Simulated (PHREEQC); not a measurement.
Consider water at 25 °C with 0.0074 mol NH4Br and 3.3e-05 mol (NH4)2HPO4 per kg of water. Closed to the air; pH follows from the charge balance.

All values are PHREEQC results (ion-association model, phreeqc.dat), not measurements.

| Quantity | Value |
|---|---|
| pH | 6.77 |
| ionic strength | 0.00745 mol/kgw |
| specific conductance | 1050 µS/cm |
| total alkalinity | 0.0330 meq/kg |

```
species  molality  activity   log γ
-------  --------  --------  ------
NH4+      0.00744   0.00677  -0.041
Br-       0.00740   0.00674  -0.041
NH3       2.25e-5   2.25e-5   0.001
H2PO4-    2.24e-5   2.05e-5  -0.038
HPO4-2    1.06e-5   7.44e-6  -0.154
H+        1.85e-7   1.71e-7  -0.035
OH-       6.48e-8   5.91e-8  -0.040
```

This is a speciation only: nothing precipitates in the calculation.
